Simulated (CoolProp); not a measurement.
Dimethyl carbonate along the isotherm 326.85 °C: density (kg/m³) from the reference equation and from simpler models built on Tc = 283.9 °C, pc = 4.909 MPa, ω = 0.346; each cubic takes its own stable root.

The numbers come from the reference Helmholtz-energy equation of state, Zhou 2011 in CoolProp.

```csv
p (MPa),phase,reference
1.36,gas,26.63
2.73,gas,58.98
4.09,gas,100.1
5.45,supercritical,158.0
6.82,supercritical,248.7
8.18,supercritical,368.3
9.54,supercritical,453.7
10.9,supercritical,505.0
12.3,supercritical,541.1
```

Q: How far does each simpler model (ideal gas, van der Waals, Redlich-Kwong, Soave-Redlich-Kwong, Peng-Robinson) lie from the reference over these 9 states: mean and median of the absolute difference, and the worst?

A: 
- ideal gas: mean 42.3 %, median 50.5 %, worst -62.0 % at 326.85 °C and 9.54 MPa
- van der Waals: mean 8.9 %, median 3.5 %, worst -20.9 % at 326.85 °C and 12.3 MPa
- Redlich-Kwong: mean 4.0 %, median 2.8 %, worst +8.6 % at 326.85 °C and 6.82 MPa
- Soave-Redlich-Kwong: mean 7.2 %, median 6.2 %, worst -13.9 % at 326.85 °C and 10.9 MPa
- Peng-Robinson: mean 3.2 %, median 1.7 %, worst -6.7 % at 326.85 °C and 9.54 MPa
